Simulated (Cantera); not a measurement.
A perfectly stirred reactor is fed with C2H4 : H2 = 1 : 6.7 (molar parts), at 0.133 bar; it is held at 1625 K, and followed from long to short residence time.

Cantera simulation using GRI-Mech 3.0 (53 species, 325 reactions); the numbers are that mechanism's predictions, not measurements. GRI-Mech 3.0 was tuned for natural gas; its chemistry of ethylene as a main component is partial and can be far from experiment. GRI-Mech 3.0 stops at C3 and has no aromatics, soot or wall deposition, so with more carbon than oxygen in the feed, carbon stays in small species such as C2H2 where larger ones or solid carbon would form.

```tsv
quantity	before	after
x(C2H4) at τ = 0.780 s	0.00177	0.00650
x(H2) at τ = 0.780 s	0.883	0.884
x(C2H2) at τ = 0.780 s	0.113	0.109
x(CH2) at τ = 0.780 s	1.64e-9	3.73e-10
x(H) at τ = 0.780 s	0.000167	9.73e-5
x(C2H4) at τ = 36.0 ms	0.0242	0.0893
x(H2) at τ = 36.0 ms	0.882	0.875
x(C2H2) at τ = 36.0 ms	0.0933	0.0359
x(CH2) at τ = 36.0 ms	9.02e-10	1.17e-9
x(H) at τ = 36.0 ms	6.20e-5	2.29e-5
```

What was changed between the two runs?
A. pressure from 0.133 bar to 0.0133 bar
B. H2 6.7 to 33 parts
C. temperature 1625 to 1500 K
D. H2 6.7 to 60 parts

A, pressure from 0.133 bar to 0.0133 bar
